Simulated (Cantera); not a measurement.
Feed: 1 mol AlN, 0.2 mol H2, held at 1000 Pa.

Method: chemical equilibrium by Gibbs-energy minimisation in Cantera with the NASA 1993 tables (ideal gas, pure condensed phases). Candidate condensed phases: Al, AlN; 13 gas species. Rates play no part.

Q: At 2850 K, list the 5 most abundant gas species with their mole fractions, and the condensed phases.

A: Al 0.540, N2 0.271, H 0.161, H2 0.0274, AlH 0.000675. Condensed: gas only.
